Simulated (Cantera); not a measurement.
Charge: 1 mol FeS2, a varied amount of H2, held at 1000 K and 6.80 mbar.

These are equilibrium values from Cantera (NASA tables, ideal gas, pure condensed phases), not measurements of a reactor. Candidate condensed phases: Fe, FeS, FeS2, S; 8 gas species. FeS: taken at fixed stoichiometry. Gases not in the tables: S3 to S7. The numbers say what is thermodynamically allowed, not how fast it happens.

Q: Which condensed phases are stable at each of these points (n(H2) (mol)): 0.67, 1.4, 2.9, 5.9, 12, 25, 52, 110, 220, 460, 950?

A: 
| n(H2) (mol) | condensed phases | Fe condensed (%) |
|---|---|---|
| 0.67 | FeS(s) | 100.0 |
| 1.4 | FeS(s) | 100.0 |
| 2.9 | FeS(s) | 100.0 |
| 5.9 | FeS(s) | 100.0 |
| 12 | FeS(s) | 100.0 |
| 25 | FeS(s) | 100.0 |
| 52 | FeS(s) | 100.0 |
| 110 | FeS(s) | 100.0 |
| 220 | FeS(s) | 100.0 |
| 460 | FeS(s) | 100.0 |
| 950 | Fe(α) + FeS(s) | 100.0 |

From 0.67 mol H2 to 460 mol H2 the condensed part is FeS(s). At 950 mol H2 the condensed part is Fe(α) + FeS(s).
